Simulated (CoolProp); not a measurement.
The fluid at 263.16 K and 0.145 MPa (gas) is heated at constant pressure to 356 K. The same conditions are run with several fluids, on thermodynamics alone (safety and materials aside).

Computed with CoolProp (reference Helmholtz-energy equation of state of each fluid (chlorine: Thol 2021; nitrogen: Span 2000; R143a: Lemmon and Jacobsen 2000; propylene: Lemmon 2013; ammonia: Gao 2020)).

Question: Rank chlorine, nitrogen, R143a, propylene, ammonia by heat (kJ/kg), highest first.

Answer: ammonia (205), propylene (149), nitrogen (96.8), R143a (90.5), chlorine (46.1)

| fluid | final density (kg/m³) |
|---|---|
| chlorine | 3.51 |
| nitrogen | 1.37 |
| R143a | 4.17 |
| propylene | 2.09 |
| ammonia | 0.841 |
